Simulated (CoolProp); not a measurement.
A single-stage vapour-compression cycle with propane: evaporating at 269.15 K (dew point), condensing at 314.15 K (bubble point), superheat 0 K, subcooling 0 K, compressor efficiency 0.75, no pressure losses. Each further row changes one setting.

The numbers come from the reference Helmholtz-energy equation of state, Lemmon 2009 in CoolProp.

```json
[
 {"case": "as stated", "cooling COP": "3.45", "pressure ratio": "3.34", "discharge temperature (K)": "328.0", "refrigerating effect (kJ/kg)": "260", "volumetric capacity (kJ/m³)": "2390"},
 {"case": "evaporating temperature 274.15 K", "cooling COP": "4.05", "pressure ratio": "2.87", "discharge temperature (K)": "…", "refrigerating effect (kJ/kg)": "…", "volumetric capacity (kJ/m³)": "2830"},
 {"case": "condensing temperature 309.15 K", "cooling COP": "4.04", "pressure ratio": "2.98", "discharge temperature (K)": "…", "refrigerating effect (kJ/kg)": "275", "volumetric capacity (kJ/m³)": "2520"},
 {"case": "subcooling 5 K", "cooling COP": "3.64", "pressure ratio": "3.34", "discharge temperature (K)": "328.0", "refrigerating effect (kJ/kg)": "275", "volumetric capacity (kJ/m³)": "2520"},
 {"case": "superheat 10 K", "cooling COP": "3.49", "pressure ratio": "3.34", "discharge temperature (K)": "337.8", "refrigerating effect (kJ/kg)": "277", "volumetric capacity (kJ/m³)": "2420"},
 {"case": "compressor efficiency 0.65", "cooling COP": "2.99", "pressure ratio": "3.34", "discharge temperature (K)": "333.3", "refrigerating effect (kJ/kg)": "260", "volumetric capacity (kJ/m³)": "2390"}
]
```

Problem. Fill in the missing entries.

Solution. 
- evaporating temperature 274.15 K, discharge temperature (K): 326.1
- evaporating temperature 274.15 K, refrigerating effect (kJ/kg): 266
- condensing temperature 309.15 K, discharge temperature (K): 322.0
